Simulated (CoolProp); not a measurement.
Saturated liquid density (kg/m³) of R227EA: the reference equation beside estimates from Tc = 374.9 K, pc = 2.925 MPa, ω = 0.358.

The numbers come from the reference Helmholtz-energy equation of state, Lemmon 2016 in CoolProp.

```tsv
T (K)	reference	van der Waals	Soave-Redlich-Kwong	Peng-Robinson
237	1611	961.5	1480	1671
246.7	1579	942.8	1450	1639
256.4	1546	923.3	1418	1604
266.1	1512	902.9	1384	1567
275.8	1476	881.4	1348	1527
285.5	1439	858.8	1308	1483
295.2	1400	834.7	1265	1435
304.9	1359	808.9	1218	1383
314.6	1314	781.2	1167	1325
324.3	1265	751.1	1110	1259
```

Absolute difference from the reference over all 10 rows, mean and median: van der Waals 40.4 and 40.3 %, Soave-Redlich-Kwong 9.4 and 8.9 %, Peng-Robinson 2.7 and 3.3 %.
